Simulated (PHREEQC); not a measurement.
0.071 g of hydrous ferric oxide (600 m²/g; 0.2 weak and 0.005 strong sites per Fe, Dzombak-Morel constants, diffuse double layer) in 1 kg of water with 0.05 mol/kgw of an inert sodium salt and 0.32 mmol/kgw NiCl2 and 0.00099 mmol/kgw ZnCl2, at 25 °C; the pH is set by adding NaOH or the inert anion's acid. O2 is buffered at 0.21 atm. The system is closed to CO2. No solid was allowed to form.

Equilibrium calculation in PHREEQC: ion-association model, wateq4f.dat.

```csv
pH,Ni sorbed (%),Zn sorbed (%),surface charge σ (C/m²),surface potential ψ (mV)
4,0.0,0.0,0.295,159
4.67,0.0,0.1,0.219,144
5.33,0.3,1.4,0.148,124
6,1.3,5.3,(withheld),(withheld)
6.67,4.7,15.3,0.057,78
7.33,14.8,37.5,(withheld),70
8,23.7,49.2,0.048,70
8.67,27.4,34.5,0.047,69
9.33,28.2,5.9,0.044,66
10,27.3,1.4,0.027,47
10.67,25.7,1.2,0.004,8
11.33,23.7,1.5,-0.023,(withheld)
12,19.4,1.4,-0.083,-90
```

**Question.** Complete the blanks.

**Answer.** 
- 6, surface charge σ (C/m²): 0.092
- 6, surface potential ψ (mV): 101
- 7.33, surface charge σ (C/m²): 0.049
- 11.33, surface potential ψ (mV): -39

Along this series the solution becomes supersaturated in solids that the run did not let form, among them Ni(OH)2.
